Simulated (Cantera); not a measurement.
Input (Python, Cantera) and output of one run.

```python
import numpy as np
import cantera as ct

gas_names = """
    AL ALCL ALCL2 ALCL3 ALH ALN AL2 AL2CL6 CL CL2 H HCL H2 N NH NH2 NH3 N2 N2H2 N2H4
""".split()
cond_names = """
    AL(cr) AL(L) ALCL3(s) ALCL3(L) ALN(s) NH4CL(a) NH4CL(b)
""".split()


# ... load() reads the species with a 1 bar reference pressure and builds the phases ...
atoms = {
    'AlCl3': {'AL': 1, 'CL': 3},
    'N2': {'N': 2},
    'H2': {'H': 2},
}
top_T = {'ALN(s)': 2750}  # K; cautious upper limits of use, not melting points


# ... equilibrate(T, P, feed) seeds the gas with the atoms and calls Mixture.equilibrate('TP', solver="vcs", rtol=1e-11, max_steps=5000) ...
results = []
feed = {'AlCl3': 1, 'N2': 18, 'H2': 18}  # mol
T = 1100  # K
P = 2000  # Pa
mix = equilibrate(T, P, feed)
results.append((T, P, feed, dict(zip(mix.species_names, mix.species_moles))))
x = sorted(zip(gas.X, gas.species_names), reverse=True)
print(f"T = {T:g} K  P = {P:g} Pa  gas = {mix.phase_moles(0):.4g} mol")
print("   x: " + "  ".join(f"{s} {v:.3e}" for v, s in x if v > 1e-06))
print("   condensed (mol): " + ("  ".join(f"{mix.phase(i).name} {mix.phase_moles(i):.4g}"
      for i in range(1, mix.n_phases) if mix.phase_moles(i) > 1e-12) or "none"))
```

Result:

```
T = 1100 K  P = 2000 Pa  gas = 37 mol
   x: N2 4.775e-01  H2 4.595e-01  HCL 5.401e-02  ALCL3 9.022e-03  ALCL2 4.470e-06  NH3 1.368e-06
   condensed (mol): ALN(s) 0.666
```

These are equilibrium values from Cantera (NASA tables, ideal gas, pure condensed phases), not measurements of a reactor.
